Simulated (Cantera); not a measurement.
Input: 1 mol Cu2O, 10 mol CO, 0.7 mol H2, at 1452 °C and 0.160 bar.

Cantera equilibrium calculation (NASA polynomials, part measured and part estimated; ideal gas, pure solids and liquids). Candidate condensed phases: C, C6H6, C7H8, C8H18, Cu, CuO, Cu(OH)2, Cu2O, H2O; 113 gas species. Equilibrium is a limit: real reactors are often held back by kinetics, nucleation or transport.

Base state: CO 0.856, CO2 0.0775, H2 0.0495, H2O 0.0158, Cu 0.00137, H 0.000103 (mole fractions); condensed: Cu(l).

What changes in the equilibrium state with this change: pressure from 0.160 bar to 1.40 mbar?


```json
[
 {"species": "CO", "before": "0.856", "after": "0.722"},
 {"species": "Cu", "before": "0.00137", "after": "0.156"},
 {"species": "CO2", "before": "0.0775", "after": "0.0655"},
 {"species": "H2", "before": "0.0495", "after": "0.0414"},
 {"species": "H2O", "before": "0.0158", "after": "0.0132"},
 {"species": "Cu2", "before": "1.87e-6", "after": "0.000213"},
 {"species": "OH", "before": "1.81e-6", "after": "1.78e-5"},
 {"species": "Cu(l), mol", "before": "1.99", "after": "0.0107"}
]
```

What changes in the equilibrium state with this change: CO from 10 to 0.75 mol?


```tsv
species	before	after
H2O	0.0158	0.396
CO2	0.0775	0.293
CO	0.856	0.224
H2	0.0495	0.0860
Cu	0.00137	0.00137
OH	1.81e-6	3.45e-5
H	0.000103	0.000136
Cu(l), mol	1.99	2.00
```

What changes in the equilibrium state with this change: temperature from 1452 °C to 2100 °C?


| species | before | after |
|---|---|---|
| CO | 0.856 | 0.724 |
| Cu | 0.00137 | 0.156 |
| CO2 | 0.0775 | 0.0609 |
| H2 | 0.0495 | 0.0345 |
| H2O | 0.0158 | 0.0169 |
| O | 3.01e-9 | 7.14e-5 |
| O2 | <1e-9 | 1.45e-5 |
| Cu(l), mol | 1.99 | 0 |
